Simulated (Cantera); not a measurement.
An adiabatic, constant-volume homogeneous reactor starts with CO : H2 : CH4 : O2 : N2 = 1 : 0.24 : 0.087 : 0.418 : 1.57 (molar parts), equivalence ratio 1.9, at 1575 K and 0.470 bar.

Computed with Cantera and GRI-Mech 3.0 (53 species, 325 reactions).

Q: Predict: time of steepest temperature rise; temperature at 0.100 s; equilibrium temperature; x(CO) at 0.100 s; x(H2) at 0.100 s; x(O) at 0.100 s.

A: 
```
Property                                                            Result
---------------------------------  ---------------------------------------
time of steepest temperature rise                                  65.9 µs
temperature at 0.100 s                                              2883 K
equilibrium temperature                                             2883 K
x(CO) at 0.100 s                       0.240 (gas-phase equilibrium 0.240)
x(H2) at 0.100 s                     0.0278 (gas-phase equilibrium 0.0278)
x(O) at 0.100 s                    0.00801 (gas-phase equilibrium 0.00801)
```
